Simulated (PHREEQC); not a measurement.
A solution holds 0.0029 mol Na2HPO4 and 3.8e-06 mol CO2 per kg of water, at 25 °C. Closed to the air; pH follows from the charge balance.

The numbers come from PHREEQC with the ion-association model, phreeqc.dat.

### Question
The ionic strength comes out as 0.00864 mol/kgw. What activity coefficients do H2PO4-, HPO4-2, HCO3-, NaHPO4-, Na+ get?

### Answer
H2PO4- 0.91, HPO4-2 0.68, HCO3- 0.91, NaHPO4- 0.91, Na+ 0.91.

Precipitation was switched off in this run.
